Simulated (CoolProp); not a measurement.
The numbers come from the reference Helmholtz-energy equation of state, Gao 2016 in CoolProp.

Q: For sulfur dioxide, give the phase and the cp (kJ/(kg K)), speed of sound (m/s), isothermal compressibility (1/MPa), expansivity (1/kK) at 305.2 K and 16.1 MPa; 345 K and 16.1 MPa.

A: 
- 305.2 K and 16.1 MPa: liquid; cp 1.36, speed of sound 937, isothermal compressibility 0.00139, expansivity 1.87
- 345 K and 16.1 MPa: liquid; cp 1.40, speed of sound 785, isothermal compressibility 0.00227, expansivity 2.27
